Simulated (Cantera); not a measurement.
# Formation from one mole of Br2

Cantera with NASA thermochemical tables; ideal gases at 1 bar, condensed phases pure. Values are per mole of reaction as written; species without (g) are pure solids or liquids, kept so even where they would boil at 1 bar.

Ca + Br2(g) → CaBr2

```json
[
 {"T (K)": "398", "ΔH° (kJ)": "-712.8", "ΔS° (J/K)": "-154.3", "ΔG° (kJ)": "-651.4", "log10 K": "85.49"},
 {"T (K)": "448", "ΔH° (kJ)": "-712.1", "ΔS° (J/K)": "-152.7", "ΔG° (kJ)": "-643.7", "log10 K": "75.05"},
 {"T (K)": "498", "ΔH° (kJ)": "-711.4", "ΔS° (J/K)": "-151.2", "ΔG° (kJ)": "-636.1", "log10 K": "66.72"},
 {"T (K)": "548", "ΔH° (kJ)": "-710.7", "ΔS° (J/K)": "-149.9", "ΔG° (kJ)": "-628.6", "log10 K": "59.91"},
 {"T (K)": "598", "ΔH° (kJ)": "-710.1", "ΔS° (J/K)": "-148.8", "ΔG° (kJ)": "-621.1", "log10 K": "54.25"},
 {"T (K)": "648", "ΔH° (kJ)": "-709.5", "ΔS° (J/K)": "-147.8", "ΔG° (kJ)": "-613.7", "log10 K": "49.47"},
 {"T (K)": "698", "ΔH° (kJ)": "-708.9", "ΔS° (J/K)": "-146.9", "ΔG° (kJ)": "-606.3", "log10 K": "45.37"}
]
```

0.6667 Al + Br2(g) → 0.6667 AlBr3(g)

```tsv
T (K)	ΔH° (kJ)	ΔS° (J/K)	ΔG° (kJ)	log10 K
398	-304.7	-31.9	-292.0	38.33
448	-304.8	-32.1	-290.4	33.86
498	-304.9	-32.3	-288.8	30.29
548	-305.0	-32.5	-287.2	27.38
598	-305.1	-32.6	-285.6	24.94
648	-305.2	-32.8	-283.9	22.89
698	-305.3	-33.0	-282.3	21.12
```

0.5 Si + Br2(g) → 0.5 SiBr4(g)

```tsv
T (K)	ΔH° (kJ)	ΔS° (J/K)	ΔG° (kJ)	log10 K
398	-238.4	-64.4	-212.7	27.92
448	-238.2	-64.1	-209.5	24.43
498	-238.1	-63.8	-206.3	21.64
548	-238.0	-63.5	-203.2	19.36
598	-237.8	-63.3	-200.0	17.47
648	-237.7	-63.0	-196.8	15.87
698	-237.5	-62.8	-193.7	14.49
```

Hg + Br2(g) → HgBr2

| T (K) | ΔH° (kJ) | ΔS° (J/K) | ΔG° (kJ) | log10 K | condensed phases |
|---|---|---|---|---|---|
| 398 | -199.1 | -147.6 | -140.4 | 18.42 | Hg(l), HgBr2(s) |
| 448 | -198.4 | -145.8 | -133.0 | 15.51 | Hg(l), HgBr2(s) |
| 498 | -197.6 | -144.1 | -125.8 | 13.19 | Hg(l), HgBr2(s) |
| 548 | -178.1 | -106.3 | -119.8 | 11.42 | Hg(l), HgBr2(l) |
| 598 | -176.2 | -103.0 | -114.6 | 10.01 | Hg(l), HgBr2(l) |
| 648 | -174.3 | -100.0 | -109.5 | 8.83 | Hg(l), HgBr2(l) |
| 698 | -172.4 | -97.2 | -104.6 | 7.83 | Hg(l), HgBr2(l) |
